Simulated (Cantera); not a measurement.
Charge: 1 mol V, 0.52 mol O2, 63 mol N2, held at 1927 °C and 13.3 mbar.

Equilibrium computed with Cantera from the NASA thermochemical tables; the gas is ideal and each condensed phase is pure. Candidate condensed phases: V, VN, VO, V2O3, V2O4, V2O5; 13 gas species. VO: taken at fixed stoichiometry. Rates play no part.

Base state: N2 0.997, VO 0.00196, VO2 0.00105, V 0.000422 (mole fractions); condensed: VO(l).

Problem. What changes in the equilibrium state with this change: temperature from 1927 °C to 477 °C?

Solution. 
| species | before | after |
|---|---|---|
| N2 | 0.997 | 1.00 |
| VO | 0.00196 | <1e-9 |
| VO2 | 0.00105 | <1e-9 |
| V | 0.000422 | <1e-9 |
| VO(l), mol | 0.783 | 0 |
| VN(s), mol | 0 | 0.307 |
| V2O3(s), mol | 0 | 0.347 |
VN: taken at fixed stoichiometry. Condensed phases not in the tables: the oxides between V2O3 and V2O5 other than VO2, V2N.

Problem. What changes in the equilibrium state with this change: pressure from 13.3 mbar to 0.100 bar?

Solution. 
```csv
species,before,after
N2,0.997,0.999
VO2,0.00105,0.000644
VO,0.00196,0.000261
V,0.000422,1.23e-5
"VO(l), mol",0.783,0.942
```
